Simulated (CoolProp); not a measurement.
Saturation properties of CHF3 (R23).

Values from CoolProp's reference Helmholtz-energy equation of state, Penoncello 2003.

| T (K) | p (MPa) | vapour density (kg/m³) | surface tension (mN/m) | liquid viscosity (µPa s) | vapour viscosity (µPa s) |
|---|---|---|---|---|---|
| 193 | 0.1127 | 5.154 | 16.5 | [?] | 9.57 |
| 197.6 | 0.1452 | 6.539 | 15.6 | 275 | 9.82 |
| 202.2 | 0.1846 | 8.201 | 14.8 | 257 | 10.1 |
| 206.8 | 0.2319 | 10.18 | 13.9 | 240 | 10.3 |
| 211.4 | 0.2880 | 12.51 | 13.1 | 224 | 10.6 |
| 216 | 0.3540 | [?] | 12.2 | 210 | 10.8 |
| 220.6 | 0.4311 | 18.44 | 11.4 | 197 | 11.1 |
| 225.3 | 0.5223 | 22.24 | 10.5 | 185 | 11.3 |
| 229.9 | 0.6252 | 26.54 | 9.72 | 174 | 11.6 |
| 234.5 | 0.7426 | 31.50 | 8.92 | 163 | 11.9 |
| 239.1 | 0.8759 | 37.21 | 8.12 | 153 | 12.2 |
| 243.7 | 1.026 | 43.79 | 7.34 | [?] | 12.5 |
| 248.3 | 1.195 | 51.34 | 6.57 | 135 | [?] |
| 252.9 | 1.384 | 60.05 | 5.81 | 127 | 13.1 |
| 257.5 | 1.595 | 70.10 | [?] | 118 | 13.4 |

Task: What belongs in the gaps?

Result: 
- 193, liquid viscosity (µPa s): 296
- 216, vapour density (kg/m³): 15.25
- 243.7, liquid viscosity (µPa s): 144
- 248.3, vapour viscosity (µPa s): 12.8
- 257.5, surface tension (mN/m): 5.08

It boils at 191.1 K under 1 atm.

Viscosity comes from a separate model (Shan 2000). Surface tension comes from a separate correlation (Mulero 2012).
